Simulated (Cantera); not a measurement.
A Cantera script and what it prints.

```python
import numpy as np
import cantera as ct

gas_names = """
    N2 NO2
""".split()
cond_names = """
    ZrO2(a) ZrO2(b) ZrO2(L) ZrN(s) ZrN(L)
""".split()


# ... load() reads the species with a 1 bar reference pressure and builds the phases ...
species = {s.name: s for s in load("nasa_gas.yaml", gas_names) + load("nasa_condensed.yaml", cond_names)}
# Each term lists the table entries of one substance; the one whose range holds T is used.
reactions = {
    'ZrO2 + N2(g) = NO2(g) + ZrN':
        [(-1, ['ZrO2(a)', 'ZrO2(b)', 'ZrO2(L)']), (-1, ['N2']), (1, ['NO2']), (1, ['ZrN(s)', 'ZrN(L)'])],
}


def pick(names, T):
    return next(species[n] for n in names if species[n].thermo.min_temp <= T <= species[n].thermo.max_temp)


results = []
for label, terms in reactions.items():
    print(label)
    print("     T/K   dH/kJ  dS/(J/K)   dG/kJ   log10 K")
    for T in [898, 998, 1098, 1198, 1298, 1398, 1498]:
        used = [(nu, pick(names, T)) for nu, names in terms]
        dH = sum(nu * s.thermo.h(T) for nu, s in used) / 1e6
        dS = sum(nu * s.thermo.s(T) for nu, s in used) / 1e3
        dG = dH - T * dS / 1e3
        logK = -dG * 1e6 / (ct.gas_constant * T * np.log(10))
        results.append((label, T, dH, dS, dG, logK, [s.name for _, s in used]))
        print(f"{T:8g} {dH:8.1f} {dS:8.1f} {dG:8.1f} {logK:8.2f}")
```

Output:

```
ZrO2 + N2(g) = NO2(g) + ZrN
     T/K   dH/kJ  dS/(J/K)   dG/kJ   log10 K
     898    763.1     30.4    735.8   -42.80
     998    762.8     30.1    732.8   -38.35
    1098    762.5     29.8    729.8   -34.72
    1198    762.3     29.6    726.8   -31.69
    1298    762.0     29.4    723.9   -29.13
    1398    761.8     29.2    720.9   -26.94
    1498    755.7     25.1    718.1   -25.04
```

Source: NASA polynomial tables (part measured, part estimated), evaluated in Cantera. ZrN: taken at fixed stoichiometry. Condensed species are held in their standard states even where they would react or evaporate.
